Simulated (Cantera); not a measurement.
Input: 1 mol SiCl₄, 6.4 mol NH₃, held at 2123.15 K and 1.00 bar.

Method: chemical equilibrium by Gibbs-energy minimisation in Cantera with the NASA 1993 tables (ideal gas, pure condensed phases). Candidate condensed phases: NH₄Cl, Si, Si₃N₄; 28 gas species. The tables' values for SiCl₃, SiCl, SiN are old estimates; treat these amounts as uncertain. Gases not in the tables: Si₂H₆ and higher silanes. Rates play no part.

Base state: H₂ 0.579, N₂ 0.216, HCl 0.134, SiCl₂ 0.0646, H 0.00273, SiCl₃ 0.00174, SiCl 0.000509, Cl 0.000464 (mole fractions); condensed: gas only.

Task: What changes in the equilibrium state with this change: temperature from 2123.15 K to 1173 K?

Result: 
| species | before | after |
|---|---|---|
| H₂ | 0.579 | 0.554 |
| HCl | 0.134 | 0.254 |
| N₂ | 0.216 | 0.185 |
| SiCl₂ | 0.0646 | 4.31e-6 |
| SiCl₄ | 4.51e-5 | 0.00707 |
| SiCl | 0.000509 | <1e-9 |
| Si | 0.000170 | <1e-9 |
| SiH₂ | 0.000119 | <1e-9 |
| Si₃N₄(s), mol | 0 | 0.298 |
The tables' values for SiCl₃ are old estimates; treat these amounts as uncertain.

Task: What changes in the equilibrium state with this change: SiCl₄ replaced by trisilylamine?

Result: 
| species | before | after |
|---|---|---|
| H₂ | 0.579 | 0.789 |
| N₂ | 0.216 | 0.207 |
| H | 0.00273 | 0.00319 |
| HCl | 0.134 | 0 |
| SiCl₂ | 0.0646 | 0 |
| Si | 0.000170 | 0.000170 |
| SiCl₃ | 0.00174 | 0 |
| SiCl | 0.000509 | 0 |
| Cl | 0.000464 | 0 |
| Si(l), mol | 0 | 2.99 |
The feed counts by its element totals alone. The tables' values for SiN are old estimates; treat these amounts as uncertain.

Task: What changes in the equilibrium state with this change: temperature from 2123.15 K to 2075 K?

Result: 
```csv
species,before,after
H₂,0.579,0.581
N₂,0.216,0.216
HCl,0.134,0.133
H,0.00273,0.00203
SiCl₂,0.0646,0.0647
Si,0.000170,9.77e-5
SiH,6.69e-5,4.26e-5
```
The tables' values for SiCl₃, SiCl are old estimates; treat these amounts as uncertain.
